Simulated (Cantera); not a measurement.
## Stirred combustor or abatement burner

A perfectly stirred reactor is fed with C3H8 : O2 : N2 = 1 : 13 : 56.6 (molar parts), at 10.0 bar; it is adiabatic with a 775 K inlet, and is followed from long to short residence time, starting on the burning branch (τ in s: 0.073, 0.03, 0.012, 0.005, 0.002, 0.00083, 0.00034, 0.00014, 5.6e-05, 2.3e-05, 9.4e-06, 3.8e-06).

Cantera simulation using GRI-Mech 3.0 (53 species, 325 reactions); the numbers are that mechanism's predictions, not measurements. GRI-Mech 3.0 was tuned for natural gas; its chemistry of propane as a main component is partial and can be far from experiment.

| τ (s) | T (K) | x C3H8 | x O2 | x H2 | x CO2 | x NO | x O | x C2H4 |
|---|---|---|---|---|---|---|---|---|
| 0.073 | 1583 | 1.22e-6 | 0.112 | 3.29e-6 | 0.0417 | 2.02e-6 | 6.84e-6 | 4.32e-6 |
| 0.030 | 1582 | 2.42e-6 | 0.112 | 6.15e-6 | 0.0415 | 2.01e-6 | 1.12e-5 | 8.13e-6 |
| 0.012 | 1578 | 4.86e-6 | 0.112 | 1.21e-5 | 0.0412 | 1.94e-6 | 1.88e-5 | 1.55e-5 |
| 0.0050 | 1573 | 9.55e-6 | 0.112 | 2.43e-5 | 0.0405 | 1.69e-6 | 3.06e-5 | 2.88e-5 |
| 0.0020 | 1559 | 2.05e-5 | 0.113 | 5.44e-5 | 0.0390 | 1.15e-6 | 4.83e-5 | 5.80e-5 |
| 0.00083 | 1521 | 5.53e-5 | 0.116 | 0.000154 | 0.0346 | 4.27e-7 | 5.93e-5 | 0.000145 |
| 0.00034 | 775 | 0.0142 | 0.184 | <1e-12 | <1e-12 | <1e-12 | <1e-12 | 1.97e-11 |
| 0.00014 | 775 | 0.0142 | 0.184 | <1e-12 | <1e-12 | <1e-12 | <1e-12 | 6.10e-12 |
| 5.6e-5 | 775 | 0.0142 | 0.184 | <1e-12 | <1e-12 | <1e-12 | <1e-12 | 1.73e-12 |
| 2.3e-5 | 775 | 0.0142 | 0.184 | <1e-12 | <1e-12 | <1e-12 | <1e-12 | <1e-12 |
| 9.4e-6 | 775 | 0.0142 | 0.184 | <1e-12 | <1e-12 | <1e-12 | <1e-12 | <1e-12 |
| 3.8e-6 | 775 | 0.0142 | 0.184 | <1e-12 | <1e-12 | <1e-12 | <1e-12 | <1e-12 |
x: mole fraction; the columns are a selection and need not sum to one.
